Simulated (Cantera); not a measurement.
A closed system holds: 1 mol Si3N4, 26 mol Cl2, 57 mol HCl, held at 100 Torr.

These are equilibrium values from Cantera (NASA tables, ideal gas, pure condensed phases), not measurements of a reactor. Candidate condensed phases: NH4Cl, Si, Si3N4; 28 gas species. Kinetics and transport are ignored. All values below are at 800 °C.

Base state: HCl 0.695, Cl2 0.243, SiCl4 0.0366, N2 0.0244, Cl 0.00145 (mole fractions); condensed: gas only.

Question: What changes in the equilibrium state with this change: pressure from 100 Torr to 0.0563 Torr?

Answer: 
| species | before | after |
|---|---|---|
| HCl | 0.695 | 0.675 |
| Cl2 | 0.243 | 0.209 |
| Cl | 0.00145 | 0.0567 |
| SiCl4 | 0.0366 | 0.0355 |
| N2 | 0.0244 | 0.0237 |
